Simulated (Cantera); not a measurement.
Input: 1 mol AlN, 0.31 mol H2, equilibrated at 10.0 mbar.

Cantera equilibrium calculation (NASA polynomials, part measured and part estimated; ideal gas, pure solids and liquids). Candidate condensed phases: Al, AlN; 13 gas species. The numbers say what is thermodynamically allowed, not how fast it happens.

Question: At 2850 K, list the 7 most abundant gas species with their mole fractions, and the condensed phases.

Answer: Al 0.493, N2 0.247, H 0.211, H2 0.0472, AlH 0.000810, Al2 3.30e-5, N 2.50e-5. Condensed: gas only.
